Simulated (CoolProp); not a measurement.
Computed with CoolProp (reference Helmholtz-energy equation of state, Akasaka 2024).

### Question
For R1132(E), give the phase and the density (kg/m³), cp (kJ/(kg K)), cv (kJ/(kg K)), isothermal compressibility (1/MPa) at 279.6 K and 0.518 MPa.

### Answer
- 279.6 K and 0.518 MPa: gas; density 15.5, cp 1.01, cv 0.816, isothermal compressibility 2.11
